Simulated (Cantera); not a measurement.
Feed: 1 mol Si, 14 mol HCl, 3.6 mol N₂, held at 500 °C and 0.000100 bar.

Cantera equilibrium calculation (NASA polynomials, part measured and part estimated; ideal gas, pure solids and liquids). Candidate condensed phases: NH₄Cl, Si, Si₃N₄; 28 gas species. Rates play no part.

Base state: HCl 0.602, N₂ 0.217, H₂ 0.120, SiCl₄ 0.0602 (mole fractions); condensed: gas only.

Question: What changes in the equilibrium state with this change: temperature from 500 °C to 975 °C?

Answer: 
```tsv
species	before	after
HCl	0.602	0.642
N₂	0.217	0.211
H₂	0.120	0.0884
SiCl₄	0.0602	0.0253
SiCl₂	1.80e-9	0.0239
Cl	<1e-9	8.65e-5
H	<1e-9	1.39e-5
SiCl₃	8.65e-7	0.00916
SiHCl₃	7.60e-6	0.000123
```
The tables' values for SiCl₃ are old estimates; treat these amounts as uncertain.
